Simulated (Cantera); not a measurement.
A perfectly stirred reactor is fed with 5.26 % CH4, 94.7 % H2, at 0.0247 atm; it is held at 1598 K, and followed from long to short residence time.

Detailed kinetics in Cantera: GRI-Mech 3.0 (53 species, 325 reactions). GRI-Mech 3.0 stops at C3 and has no aromatics, soot or wall deposition, so with more carbon than oxygen in the feed, carbon stays in small species such as C2H2 where larger ones or solid carbon would form. Radical loss at walls, strong at low pressure, is not modelled.

One state of this run: x CH4 = 0.0208; x H2 = 0.964; x C2H = 1.52e-8; x CH3 = 0.000129; x CH2 = 3.49e-8; x C2H4 = 6.21e-5; x C2H6 = 9.66e-7. x: mole fraction; the columns are a selection and need not sum to one.

Q: Which value of τ (s) does it belong to?
A. 1.2
B. 0.022
C. 9.1
D. 3.3

A: C, 9.1
